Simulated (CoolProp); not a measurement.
Vapour-liquid equilibrium of R134a (1) + R1234ze(E) (2) at 191.9 K; x and y are mole fractions of (1).

Computed with CoolProp (multi-fluid Helmholtz-energy mixture model, Tillner-Roth 1994 and Thol 2016; pair parameters Bell 2022).

```csv
x,"bubble pressure, mixture model (MPa)","bubble pressure, Raoult's law (MPa)","y, mixture model","y, Raoult's law"
0.05,0.002373,0.002303,0.098,0.072
0.15,0.002575,0.002409,0.249,0.206
0.25,0.002735,0.002515,0.366,0.329
0.35,0.002865,0.002621,0.462,0.442
0.45,0.002972,0.002727,0.548,0.546
0.55,0.003062,0.002833,0.629,0.643
0.65,0.003138,0.002939,0.708,0.732
0.75,0.003201,0.003045,0.787,0.815
0.85,0.003253,0.003151,0.869,0.893
0.95,0.003293,0.003257,0.955,0.965
```

The largest gap from Raoult's law is +9.3 % in bubble pressure, at x = 0.35. No azeotrope shows between x = 0.05 and 0.95.

Pair parameters are fitted to limited data, so mixtures are less certain than the pure fluids.
